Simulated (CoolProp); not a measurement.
R1336mzz(E) along the isobar 0.101 MPa: fugacity coefficient from the reference equation and from simpler models built on Tc = 130.4 °C, pc = 2.779 MPa, ω = 0.413; each cubic takes its own stable root.

Values from CoolProp's reference Helmholtz-energy equation of state, Akasaka 2023.

```json
[
 {"T (°C)": "-44.85", "phase": "liquid", "reference": "0.06245"},
 {"T (°C)": "-32.05", "phase": "liquid", "reference": "0.1404"},
 {"T (°C)": "-19.25", "phase": "liquid", "reference": "0.2838"},
 {"T (°C)": "-6.55", "phase": "liquid", "reference": "0.5227"},
 {"T (°C)": "6.25", "phase": "liquid", "reference": "0.8974"},
 {"T (°C)": "19.05", "phase": "gas", "reference": "0.9594"},
 {"T (°C)": "31.75", "phase": "gas", "reference": "0.9650"},
 {"T (°C)": "44.55", "phase": "gas", "reference": "0.9697"},
 {"T (°C)": "57.35", "phase": "gas", "reference": "0.9736"},
 {"T (°C)": "70.05", "phase": "gas", "reference": "0.9768"},
 {"T (°C)": "82.85", "phase": "gas", "reference": "0.9796"},
 {"T (°C)": "95.65", "phase": "gas", "reference": "0.9820"},
 {"T (°C)": "108.35", "phase": "gas", "reference": "0.9840"},
 {"T (°C)": "121.15", "phase": "gas", "reference": "0.9858"},
 {"T (°C)": "133.95", "phase": "gas", "reference": "0.9874"}
]
```

How far does each simpler model (van der Waals, Peng-Robinson) lie from the reference over these 15 states: mean and median of the absolute difference, and the worst?


- van der Waals: mean 157.9 %, median 1.2 %, worst +1437.4 % at -44.85 °C and 0.101 MPa
- Peng-Robinson: mean 1.2 %, median 0.1 %, worst +7.3 % at -44.85 °C and 0.101 MPa

At some of these states van der Waals gives the other phase, because its saturation line lies elsewhere.
